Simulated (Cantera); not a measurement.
Feed: 1 mol Si3N4, 6.4 mol H2, 0.36 mol C, equilibrated at 1.30 bar.

Equilibrium computed with Cantera from the NASA thermochemical tables; the gas is ideal and each condensed phase is pure. Candidate condensed phases: C, C6H6, C7H8, C8H18, Si, SiC, Si3N4; 105 gas species. Mutual solubility and eutectic melting of coexisting phases are not modelled. The tables' values for SiN are old estimates; treat these amounts as uncertain. Gases not in the tables: Si2H6 and higher silanes. Rates play no part. All values below are at 1925 °C.

Base state: H2 0.757, N2 0.237, H 0.00425, HCN 0.00135, Si 0.000278, SiH2 0.000224, SiH 0.000123, HNC 0.000106 (mole fractions); condensed: Si(l) + SiC(s).

Q: What changes in the equilibrium state with this change: pressure from 1.30 bar to 0.133 bar?

A: 
```
species        before     after
-----------  --------  --------
H2              0.757     0.747
N2              0.237     0.235
H             0.00425    0.0132
Si           0.000278   0.00271
CH4           2.10e-5   2.09e-6
Si2           4.44e-6   4.33e-5
Si2C          1.62e-5  0.000158
SiN           2.62e-5   8.14e-5
Si(l), mol       2.65      2.62
SiC(s), mol     0.347     0.346
```
